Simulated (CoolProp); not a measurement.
Properties of isopentane along the isotherm 500 K (Tc = 460.3 K, pc = 3378 kPa, ω = 0.227).

Model: reference Helmholtz-energy equation of state, Lemmon 2006, in CoolProp. It is a short technical equation, of lower accuracy than the large ones.

```
p (kPa)          phase  cv (kJ/(kg K))  isothermal compressibility (1/MPa)  expansivity (1/kK)  conductivity (mW/(m K))  fugacity coefficient
-------  -------------  --------------  ----------------------------------  ------------------  -----------------------  --------------------
1690               gas           2.465                              0.6992               3.319                     42.5                0.8729
3380     supercritical           2.526                              0.4690               6.926                     45.9                0.7513
5070     supercritical           2.617                              0.4907               20.62                     56.8                0.6337
6760     supercritical           2.577                              0.1226               10.77                     60.0                0.5325
8450     supercritical           2.549                             0.05236               6.239                     62.3                0.4648
10100    supercritical           2.538                             0.03279               4.658                     64.7                0.4202
11800    supercritical           2.532                             0.02356               3.806                     67.1                0.3879
13500    supercritical           2.528                             0.01835               3.274                     69.4                0.3645
15200    supercritical           2.526                             0.01501               2.906                     71.5                0.3473
16900    supercritical           2.524                             0.01270               2.634                     73.5                0.3345
```

Thermal conductivity comes from a separate model (Vassiliou 2015).
